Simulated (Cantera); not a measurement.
Mixture: CH4 : O2 : N2 = 1 : 1.67 : 6.27 (molar parts), equivalence ratio 1.2, at 5.00 bar, adiabatic and at constant pressure. Ignition delay is the time to a rise of 400 K.

Model: GRI-Mech 3.0 (53 species, 325 reactions), integrated in Cantera.

### Question
What does this change do: pressure from 5.00 bar to 1.01 bar?

### Answer
| quantity | before | after |
|---|---|---|
| delay at 1273 K | 4.41 ms | 18.3 ms |
| delay at 1373 K | 1.38 ms | 5.15 ms |
| delay at 1473 K | 0.477 ms | 1.66 ms |
| delay at 1573 K | 0.180 ms | 0.617 ms |
| delay at 1673 K | 74.9 µs | 0.268 ms |
| delay at 1773 K | 34.7 µs | 0.132 ms |
| delay at 1873 K | 17.9 µs | 72.3 µs |
| apparent activation energy between 1673 and 1873 K | 190 kJ/mol | 170 kJ/mol |

### Question
What does this change do: N2 6.27 to 12 parts?

### Answer
```tsv
quantity	before	after
delay at 1273 K	4.41 ms	8.42 ms
delay at 1373 K	1.38 ms	2.66 ms
delay at 1473 K	0.477 ms	0.900 ms
delay at 1573 K	0.180 ms	0.326 ms
delay at 1673 K	74.9 µs	0.129 ms
delay at 1773 K	34.7 µs	57.3 µs
delay at 1873 K	17.9 µs	28.5 µs
apparent activation energy between 1673 and 1873 K	190 kJ/mol	200 kJ/mol
```
